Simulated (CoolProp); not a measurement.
The fluid at 293.15 K and 0.573 MPa expands adiabatically to 0.3 MPa with isentropic efficiency 0.85. The same conditions are run with several fluids, on thermodynamics alone (safety and materials aside).

Model: reference Helmholtz-energy equation of state of each fluid (chlorine: Thol 2021; fluorine: de Reuck 1990; normal hydrogen: Leachman 2009; dry air: Lemmon 2000; carbonyl sulfide: Lemmon 2006), in CoolProp. Blends and air are pseudo-pure fits.

| fluid | work (kJ/kg) | final temperature (K) | final phase | final density (kg/m³) |
|---|---|---|---|---|
| chlorine | 16.4 | ? | ? | 10.4 |
| fluorine | 32.3 | ? | gas | 5.43 |
| normal hydrogen | 608 | 250.4 | gas | 0.290 |
| dry air | 42.1 | ? | gas | 4.18 |
| carbonyl sulfide | 19.5 | 259.8 | gas | 8.81 |

Question: Complete the blanks.

Answer: 
- chlorine, final temperature (K): 267.1
- chlorine, final phase: two-phase, vapour fraction 0.972
- fluorine, final temperature (K): 253.0
- dry air, final temperature (K): 250.8
